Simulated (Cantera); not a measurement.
Equilibrium for chlorosilane synthesis and conversion: Si + Cl2 + H2

Feed: 1 mol Si, 1.7 mol Cl2, a varied amount of H2, held at 0.100 bar.

These are equilibrium values from Cantera (NASA tables, ideal gas, pure condensed phases), not measurements of a reactor. Candidate condensed phases: Si; 19 gas species. The tables' values for SiCl3 are old estimates. Kinetics and transport are ignored.

Stable condensed phases:

```
T in K \ n(H2) in mol
         1.5 1.9 2.4 3.1   4 5.1 6.5 8.2  11  13  17
   1673    A   A   A   A   A   A   A   B   B   B   B
   1573    A   A   A   A   A   A   A   B   B   B   B
   1473    A   A   A   A   A   A   B   B   B   B   B
   1373    A   B   B   B   B   B   B   B   B   B   B
   1273    B   B   B   B   B   B   B   B   B   B   B
   1173    B   B   B   B   B   B   B   B   B   B   B
   1073    B   B   B   B   B   B   B   B   B   B   B
    973    B   B   B   B   B   B   B   B   B   B   B
    873    B   B   B   B   B   B   B   B   B   B   B
    773    B   B   B   B   B   B   B   B   B   B   B
    673    B   B   B   B   B   B   B   B   B   B   B
```

A: gas only; B: Si.
